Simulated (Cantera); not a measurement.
Cantera with NASA thermochemical tables; ideal gases at 1 bar, condensed phases pure. Values are per mole of reaction as written; species without (g) are pure solids or liquids, kept so even where they would boil at 1 bar.

### Question
Between 300 and 2100 K, where is each reaction favourable under standard conditions?
- Ba(OH)2 + 2 Br2(g) ⇌ BaBr2 + 2 HBr(g) + 2 O(g)

### Answer
- Ba(OH)2 + 2 Br2(g) ⇌ BaBr2 + 2 HBr(g) + 2 O(g): ΔG° is 471 kJ at 300 K and 15 kJ at 2100 K; it stays positive (K < 1). ΔH° is 554 kJ and ΔS° 256 J/K at 2100 K.
